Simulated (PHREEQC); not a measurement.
NaF is added in steps, without added water, to 1 kg of water holding 0.081 mol NH4Cl, 0.0014 mol K2HPO4 and 0.01 mol NaCl, at 20 °C. Oxygen alone is held at its pressure in air (log pO2 = -0.68). No CO2 enters from the air. Only these solids could form: Halite, Sylvite.

Base run: PHREEQC, ion-association model, phreeqc.dat. Each further column changes one thing. The table gives NaF (mol/kgw).

```csv
NaF added (mol),base,all activity coefficients set to 1,Davies equation for every ion
0,0,0,0
0.03375,0.000463,0.000813,0.000476
0.0675,0.00153,0.00278,0.00159
0.1013,0.00312,0.00578,0.00327
0.135,0.00516,0.00974,0.00546
0.1688,0.00761,0.0145,0.00813
0.2025,0.0104,0.0202,0.0112
0.2362,0.0136,0.0265,0.0148
0.27,0.0171,0.0335,0.0187
```
